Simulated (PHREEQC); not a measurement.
Buffer

Dissolve 0.0013 mol KHCO3 and 0.00022 mol Na2SO4 per kg of water at 34 °C. Closed to the air; pH follows from the charge balance.

The numbers come from PHREEQC with the Pitzer model, pitzer.dat.

Each row changes one thing in this solution. This is a speciation only: nothing precipitates in the calculation.

```tsv
case	pH	ionic strength (mol/kgw)	CO2 (mol/kgw)	CO3-2 (mol/kgw)
as made	8.19	0.00197	1.57e-5	1.25e-5
Na2SO4 left out	8.20	0.00131	1.55e-5	1.23e-5
Na2SO4 from 0.00022 to 0.00033 mol/kgw	8.19	0.00230	1.57e-5	1.26e-5
temperature from 34 to 40 °C	[?]	0.00197	1.67e-5	1.23e-5
diluted 10-fold with water	7.99	0.000197	2.60e-6	6.92e-7
temperature from 34 to 85 °C	[?]	0.00197	3.44e-5	8.35e-6
diluted 100-fold with water	7.55	1.96e-5	6.92e-7	2.38e-8
9.3e-05 mol/kgw CO2 added	[?]	0.00196	9.56e-5	2.12e-6
temperature from 34 to 5 °C	8.48	0.00197	1.29e-5	1.23e-5
```

Q: Some entries are withheld; supply them.

A: 
- temperature from 34 to 40 °C, pH: 8.15
- temperature from 34 to 85 °C, pH: 7.89
- 9.3e-05 mol/kgw CO2 added, pH: 7.42

Constants without temperature data keep their 25 °C values here.
